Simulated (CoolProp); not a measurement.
Propylene along the isotherm 68.55 °C: fugacity coefficient from the reference equation and from simpler models built on Tc = 91.1 °C, pc = 4.555 MPa, ω = 0.146; each cubic takes its own stable root.

Values from CoolProp's reference Helmholtz-energy equation of state, Lemmon 2013.

```tsv
p (MPa)	phase	reference	Redlich-Kwong	Soave-Redlich-Kwong	Peng-Robinson
0.207	gas	0.9810	0.9815	0.9812	0.9794
0.414	gas	0.9621	[?]	0.9625	0.9589
0.621	gas	0.9434	0.9447	0.9439	0.9387
0.828	gas	0.9246	0.9265	0.9254	0.9186
1.04	gas	0.9055	0.9079	0.9065	0.8982
1.24	gas	[?]	[?]	0.8887	0.8790
1.45	gas	0.8687	0.8721	[?]	0.8591
1.66	gas	0.8498	0.8538	0.8516	0.8392
1.86	gas	0.8318	0.8364	0.8339	0.8204
2.07	gas	0.8129	0.8181	0.8153	0.8007
2.28	gas	0.7938	0.7998	0.7966	0.7810
```

Some entries are withheld; supply them.


- 0.414, Redlich-Kwong: 0.9630
- 1.24, reference: 0.8875
- 1.24, Redlich-Kwong: 0.8904
- 1.45, Soave-Redlich-Kwong: 0.8701
